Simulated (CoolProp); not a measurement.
Decamethyltetrasiloxane (MD2M) along the isobar 0.101 MPa: Z from the reference equation and from simpler models built on Tc = 599.4 K, pc = 1.144 MPa, ω = 0.635; each cubic takes its own stable root.

Model: reference Helmholtz-energy equation of state, Thol 2017, in CoolProp.

| T (K) | phase | reference |
|---|---|---|
| 515.4 | gas | 0.9490 |
| 521.9 | gas | 0.9514 |
| 528.4 | gas | 0.9535 |
| 534.9 | gas | 0.9556 |
| 541.4 | gas | 0.9576 |
| 547.9 | gas | 0.9594 |
| 554.4 | gas | 0.9612 |
| 560.9 | gas | 0.9628 |
| 567.5 | gas | 0.9644 |
| 574 | gas | 0.9659 |
| 580.5 | gas | 0.9674 |
| 587 | gas | 0.9687 |
| 593.5 | gas | 0.9700 |
| 600 | gas | 0.9712 |

How far does each simpler model (Pitzer virial, Redlich-Kwong, Peng-Robinson) lie from the reference over these 14 states: mean and median of the absolute difference, and the worst?


- Pitzer virial: mean 0.5 %, median 0.5 %, worst -0.8 % at 515.4 K and 0.101 MPa
- Redlich-Kwong: mean 0.1 %, median 0.1 %, worst +0.3 % at 515.4 K and 0.101 MPa
- Peng-Robinson: mean 0.7 %, median 0.7 %, worst -0.9 % at 515.4 K and 0.101 MPa
